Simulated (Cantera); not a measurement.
**Equilibrium for boron, boron nitride and boron oxide: BCl₃ + O₂**

Charge: 1 mol BCl₃, 1.5 mol O₂, at 1173 K and 100 Torr.

Equilibrium computed with Cantera from the NASA thermochemical tables; the gas is ideal and each condensed phase is pure. Candidate condensed phases: B, B₂O₃; 18 gas species. The numbers say what is thermodynamically allowed, not how fast it happens.

| Property | Value |
|---|---|
| x(Cl₂) | 0.660 |
| x(O₂) | 0.332 |
| x(Cl) | 0.00788 |
| x(ClO) | 6.88e-5 |
| n(B₂O₃(l)) | 0.500 mol |
| gas amount | 2.259 mol |
| log10 activity of B(s) (absent) | -20.83 |
